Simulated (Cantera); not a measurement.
Charge: 1 mol borazine, 0.87 mol NH3, 0.14 mol N2, equilibrated at 1702 °C and 2.30 mbar.

Method: chemical equilibrium by Gibbs-energy minimisation in Cantera with the NASA 1993 tables (ideal gas, pure condensed phases). Candidate condensed phases: B, BN; 15 gas species. The feed counts by its element totals alone. The tables' values for BH2 are old estimates; treat these amounts as uncertain. The numbers say what is thermodynamically allowed, not how fast it happens.

Base state: H2 0.857, N2 0.116, H 0.0264, BH2 0.000190, B 2.09e-5 (mole fractions); condensed: BN(s).

### Question
What changes in the equilibrium state with this change: borazine replaced by B2H6?

### Answer
```csv
species,before,after
H2,0.857,0.937
N2,0.116,0.0351
H,0.0264,0.0276
BH2,0.000190,0.000379
B,2.09e-5,3.80e-5
"BN(s), mol",3.00,0.833
"B(s), mol",0,1.17
```
Mutual solubility and eutectic melting of coexisting phases are not modelled.
